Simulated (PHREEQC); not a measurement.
A solution holds 99 mmol/kgw H2SO4 and 5.2 mmol/kgw CuSO4, at 25 °C. Closed to the air; pH follows from the charge balance.

Equilibrium calculation in PHREEQC: ion-association model, phreeqc.dat.

Precipitation was switched off in this run.

### Question
Order these S species by the share of S that they hold, largest first: HSO4-, SO4-2, CuSO4.

### Answer
HSO4- (78 %), SO4-2 (20 %), CuSO4 (1.6 %)

The pH is 1.03 and the ionic strength 0.148 mol/kgw. Species that the database lacks are ignored.
